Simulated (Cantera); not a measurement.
What does this Cantera script print?

```python
import numpy as np
import cantera as ct

gas_names = """
    AL2O AL CO
""".split()
cond_names = """
    C(gr)
""".split()


# ... load() reads the species with a 1 bar reference pressure and builds the phases ...
species = {s.name: s for s in load("nasa_gas.yaml", gas_names) + load("nasa_condensed.yaml", cond_names)}
# Each term lists the table entries of one substance; the one whose range holds T is used.
reactions = {
    'Al2O(g) + C = 2 Al(g) + CO(g)':
        [(-1, ['AL2O']), (-1, ['C(gr)']), (2, ['AL']), (1, ['CO'])],
}


def pick(names, T):
    return next(species[n] for n in names if species[n].thermo.min_temp <= T <= species[n].thermo.max_temp)


results = []
for label, terms in reactions.items():
    print(label)
    print("     T/K   dH/kJ  dS/(J/K)   dG/kJ   log10 K")
    for T in [300, 1073, 1173, 1273, 1373, 1473, 1573, 1673, 1773, 1873]:
        used = [(nu, pick(names, T)) for nu, names in terms]
        dH = sum(nu * s.thermo.h(T) for nu, s in used) / 1e6
        dS = sum(nu * s.thermo.s(T) for nu, s in used) / 1e3
        dG = dH - T * dS / 1e3
        logK = -dG * 1e6 / (ct.gas_constant * T * np.log(10))
        results.append((label, T, dH, dS, dG, logK, [s.name for _, s in used]))
        print(f"{T:8g} {dH:8.1f} {dS:8.1f} {dG:8.1f} {logK:8.2f}")
```

Result:

```
Al2O(g) + C = 2 Al(g) + CO(g)
     T/K   dH/kJ  dS/(J/K)   dG/kJ   log10 K
     300    694.1    268.8    613.4  -106.81
    1073    692.1    268.0    404.6   -19.69
    1173    691.3    267.3    377.8   -16.82
    1273    690.5    266.6    351.1   -14.41
    1373    689.7    266.0    324.5   -12.34
    1473    688.8    265.4    297.9   -10.56
    1573    687.9    264.8    271.4    -9.01
    1673    687.1    264.2    245.0    -7.65
    1773    686.2    263.7    218.6    -6.44
    1873    685.3    263.2    192.2    -5.36
```

Source: NASA polynomial tables (part measured, part estimated), evaluated in Cantera. Condensed species are held in their standard states even where they would react or evaporate.
